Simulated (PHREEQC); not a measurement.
Make-up at 25 °C: 0.0016 mol/kgw Na2SiF6 and 0.0066 mol/kgw NiSO4. Closed to the air; pH follows from the charge balance.

The numbers come from PHREEQC with the ion-association model, wateq4f.dat.

```csv
quantity,before,after
pH,3.26,3.23
ionic strength (mol/kgw),0.0251,0.00494
F- (mol/kgw),0.00168,0.00158
HF (mol/kgw),0.00118,0.00128
SiF6-2 (mol/kgw),0.00110,0.00112
H4SiO4 (mol/kgw),0.000497,0.000481
SI of Chalcedony (SiO2),+0.25,+0.23
```

Name the change that produced these shifts.
A. NiSO4 from 0.0066 to 0.0132 mol/kgw
B. diluted 5-fold with water
C. temperature from 25 to 45 °C
D. diluted 2-fold with water
E. NiSO4 left out

E, NiSO4 left out

No solid was allowed to form. Some of these states are supersaturated (in Quartz (slow to form), Chalcedony (slow to form), for instance). SiF6-2 is the database's only silicon fluoride.
